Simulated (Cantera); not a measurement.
An isothermal, constant-pressure homogeneous reactor starts with N₂O : N₂ = 1 : 5.2 (molar parts), at 1475 K and 13300 Pa.

Computed with Cantera and GRI-Mech 3.0 (53 species, 325 reactions). GRI-Mech 3.0 was tuned for natural gas; its chemistry of N2O as a main component is partial and can be far from experiment. The temperature is held fixed by assumption; the heat of reaction is taken as removed at once.

One state of this run: x N₂O = 0.150; x NO = 0.00241; x O₂ = 0.00392; x O = 5.58e-5; x NO₂ = 1.52e-6. x: mole fraction; the columns are a selection and need not sum to one.

Which value of t (s) does it belong to?
A. 0.000258
B. 0.00334
C. 7.19e-5
D. 0.0120

D, 0.0120
